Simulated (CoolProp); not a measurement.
Vapour-liquid equilibrium of isobutene (1) + ethanol (2) at 327.6 K; x and y are mole fractions of (1).

Model: multi-fluid Helmholtz-energy mixture model, Lemmon 2005 and Schroeder 2014; pair parameters Bell 2016, in CoolProp.

Give the bubble pressure and the first vapour's composition at x = 0.05, 0.2, 0.95. Is there an azeotrope?

x = 0.05: 0.1637 MPa, y = 0.781; x = 0.2: 0.4526 MPa, y = 0.924; x = 0.95: 0.6600 MPa, y = 0.981. No azeotrope shows between x = 0.05 and 0.95.

Pair parameters are fitted to limited data, so mixtures are less certain than the pure fluids. With so large a gap from Raoult's law the liquid may split in two, which this calculation doesn't test in full.
